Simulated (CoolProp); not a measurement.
Vapour-liquid equilibrium of cyclohexane (1) + m-xylene (2) at 123.95 °C; x and y are mole fractions of (1).

Values from CoolProp's multi-fluid Helmholtz-energy mixture model, Zhou 2014 and Zhou 2012; pair parameters Bell 2016.

| x | bubble pressure (MPa) | y at the bubble point | dew pressure at overall composition x (MPa) | liquid density (mol/L) |
|---|---|---|---|---|
| 0.05 | 0.08216 | 0.227 | 0.06929 | 7.287 |
| 0.125 | 0.1050 | 0.436 | 0.07423 | 7.338 |
| 0.2 | 0.1268 | 0.566 | 0.07993 | 7.388 |
| 0.275 | 0.1475 | 0.656 | 0.08655 | 7.440 |
| 0.35 | 0.1671 | 0.722 | 0.09433 | 7.492 |
| 0.425 | 0.1858 | 0.774 | 0.1036 | 7.545 |
| 0.5 | 0.2037 | 0.815 | 0.1148 | 7.599 |
| 0.575 | 0.2209 | 0.850 | 0.1286 | 7.654 |
| 0.65 | 0.2377 | 0.881 | 0.1459 | 7.711 |
| 0.725 | 0.2542 | 0.909 | 0.1681 | 7.770 |
| 0.8 | 0.2707 | 0.935 | 0.1969 | 7.831 |
| 0.875 | 0.2874 | 0.960 | 0.2342 | 7.894 |
| 0.95 | 0.3044 | 0.984 | 0.2809 | 7.960 |

No azeotrope shows between x = 0.05 and 0.95.

Pair parameters are fitted to limited data, so mixtures are less certain than the pure fluids.
